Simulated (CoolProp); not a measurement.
Properties of R227EA along the isotherm 405.8 K.

Model: reference Helmholtz-energy equation of state, Lemmon 2016, in CoolProp.

| p (MPa) | phase | density (kg/m³) | isothermal compressibility (1/MPa) | Prandtl number | fugacity coefficient |
|---|---|---|---|---|---|
| 0.488 | gas | 25.73 | 2.146 | 0.703 | 0.9572 |
| 0.975 | gas | … | 1.133 | 0.715 | 0.9155 |
| 1.46 | gas | 85.46 | 0.8053 | 0.733 | 0.8747 |
| 1.95 | gas | 121.6 | 0.6509 | 0.759 | 0.8342 |
| 2.44 | gas | 163.7 | 0.5719 | 0.798 | … |
| 2.93 | supercritical | 214.5 | … | 0.860 | 0.7548 |
| 3.41 | supercritical | 277.0 | 0.5341 | … | … |
| 3.9 | supercritical | 361.5 | 0.5540 | 1.17 | 0.6774 |
| 4.39 | supercritical | 473.2 | 0.5281 | 1.52 | 0.6389 |

Problem. What belongs in the gaps?

Solution. 
- 0.975, density (kg/m³): 54.02
- 2.44, fugacity coefficient: 0.7943
- 2.93, isothermal compressibility (1/MPa): 0.5366
- 3.41, Prandtl number: 0.964
- 3.41, fugacity coefficient: 0.7164

Viscosity comes from a separate model (Huber 2003), an estimate that may be off by 10 % or more. Thermal conductivity comes from a separate model (Huber 2003), an estimate that may be off by 10 % or more.
